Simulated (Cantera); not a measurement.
Input: 1 mol MgO, 0.05 mol Cl2, 0.012 mol O2, at 1252 °C and 13.3 mbar.

These are equilibrium values from Cantera (NASA tables, ideal gas, pure condensed phases), not measurements of a reactor. Candidate condensed phases: Mg, MgCl2, MgO; 11 gas species. Kinetics and transport are ignored.

Base state: MgCl2 0.375, O2 0.326, Cl 0.194, Cl2 0.105, ClO 0.000304, O 2.80e-5 (mole fractions); condensed: MgO(s).

Task: What changes in the equilibrium state with this change: temperature from 1252 °C to 827 °C?

Result: 
```
species        before    after
-----------  --------  -------
Cl2             0.105    0.785
O2              0.326    0.196
Cl              0.194   0.0116
MgCl2           0.375  0.00784
O             2.80e-5  9.56e-9
ClO          0.000304  2.88e-5
MgO(s), mol     0.968    1.000
```

Task: What changes in the equilibrium state with this change: O2 from 0.012 to 0.62 mol?

Result: 
```tsv
species	before	after
O2	0.326	0.896
Cl	0.194	0.0658
MgCl2	0.375	0.0261
Cl2	0.105	0.0121
ClO	0.000304	0.000171
O	2.80e-5	4.64e-5
MgO(s), mol	0.968	0.982
```

Task: What changes in the equilibrium state with this change: O2 from 0.012 to 0.26 mol?

Result: 
```json
[
 {"species": "O2", "before": "0.326", "after": "0.801"},
 {"species": "Cl", "before": "0.194", "after": "0.102"},
 {"species": "MgCl2", "before": "0.375", "after": "0.0668"},
 {"species": "Cl2", "before": "0.105", "after": "0.0295"},
 {"species": "O", "before": "2.80e-5", "after": "4.39e-5"},
 {"species": "ClO", "before": "0.000304", "after": "0.000252"},
 {"species": "MgO(s), mol", "before": "0.968", "after": "0.977"}
]
```
